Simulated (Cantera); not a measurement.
A closed system holds: 1 mol H2S, 0.043 mol H2O, 0.13 mol H2, 2 mol O2, held at 3398 K and 1.00 bar.

Cantera equilibrium calculation (NASA polynomials, part measured and part estimated; ideal gas, pure solids and liquids). Candidate condensed phases: H2O, H2SO4, S; 19 gas species. Rates play no part.

Base state: SO2 0.154, H2O 0.147, O 0.143, O2 0.143, OH 0.125, H 0.111, SO 0.105, H2 0.0569 (mole fractions); condensed: gas only.

**Question.** What changes in the equilibrium state with this change: pressure from 1.00 bar to 0.120 bar?

**Answer.** 
```json
[
 {"species": "O", "before": "0.143", "after": "0.324"},
 {"species": "H", "before": "0.111", "after": "0.255"},
 {"species": "SO", "before": "0.105", "after": "0.103"},
 {"species": "H2O", "before": "0.147", "after": "0.0253"},
 {"species": "SO2", "before": "0.154", "after": "0.0409"},
 {"species": "S", "before": "0.0134", "after": "0.0482"},
 {"species": "O2", "before": "0.143", "after": "0.0881"},
 {"species": "OH", "before": "0.125", "after": "0.0778"},
 {"species": "H2", "before": "0.0569", "after": "0.0360"},
 {"species": "SO3", "before": "3.41e-5", "after": "2.46e-6"},
 {"species": "HO2", "before": "7.31e-5", "after": "1.24e-5"},
 {"species": "H2S", "before": "6.83e-5", "after": "1.86e-5"},
 {"species": "S2O", "before": "4.09e-5", "after": "1.72e-5"}
]
```

**Question.** What changes in the equilibrium state with this change: pressure from 1.00 bar to 16.0 Pa?

**Answer.** 
```csv
species,before,after
O,0.143,0.546
H,0.111,0.318
S,0.0134,0.135
SO2,0.154,5.78e-7
H2O,0.147,1.18e-7
H2,0.0569,7.45e-5
OH,0.125,0.000218
O2,0.143,0.000334
SO,0.105,0.000645
HO2,7.31e-5,<1e-9
H2S,6.83e-5,<1e-9
S2O,4.09e-5,<1e-9
SO3,3.41e-5,<1e-9
SH,0.00198,9.07e-6
```
